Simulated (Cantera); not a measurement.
TiO2 + HCl + Cl2 (chemical vapour transport)

A closed system holds: 1 mol TiO2, 2 mol HCl, 0.26 mol Cl2, at 1000 Pa.

Cantera equilibrium calculation (NASA polynomials, part measured and part estimated; ideal gas, pure solids and liquids). Candidate condensed phases: H2O, Ti, TiCl2, TiCl3, TiCl4, TiO, TiO2, Ti2O3, Ti3O5, Ti4O7; 23 gas species. Condensed phases not in the tables: TiOCl. Rates play no part.

```csv
T (K),x HCl,x Cl,x Cl2,x H2O,x TiCl4,n TiO2(rutile)
1075,0.882,0.00371,0.113,0.00104,0.000574,0.999
1125,0.880,0.00684,0.111,0.00111,0.000664,0.998
1175,0.878,0.0119,0.108,0.00117,0.000778,0.998
1225,0.874,0.0196,0.104,0.00120,0.000917,0.998
1275,0.869,0.0308,0.0970,0.00122,0.00108,0.998
1325,0.863,0.0459,0.0883,0.00124,0.00124,0.997
1375,0.854,0.0650,0.0774,0.00125,0.00139,0.997
1425,0.844,0.0874,0.0647,0.00129,0.00149,0.996
1475,0.834,0.111,0.0513,0.00134,0.00152,0.996
1525,0.823,0.135,0.0383,0.00142,0.00149,0.996
1575,0.814,0.156,0.0271,0.00153,0.00139,0.997
1625,0.806,0.172,0.0183,0.00167,0.00128,0.997
1675,0.801,0.184,0.0120,0.00182,0.00117,0.997
```
x: gas mole fraction; n: condensed amount in mol.

From 1075 K to 1675 K the condensed part is TiO2(rutile). The main Ti-bearing gas is TiCl4 throughout.
